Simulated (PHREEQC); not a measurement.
Dissolve 0.033 mol/kgw NH4F and 0.006 mol/kgw NaF at 25 °C. Closed to the air; pH follows from the charge balance.

Equilibrium calculation in PHREEQC: ion-association model, phreeqc.dat.

Precipitation was switched off in this run.

Task: What pH, specific conductance does the model give?

Result: pH 6.28; specific conductance 4300 µS/cm.

Task: In which forms is Na present?

Result: Na+ 98 %, NaF 1.5 % of the Na.
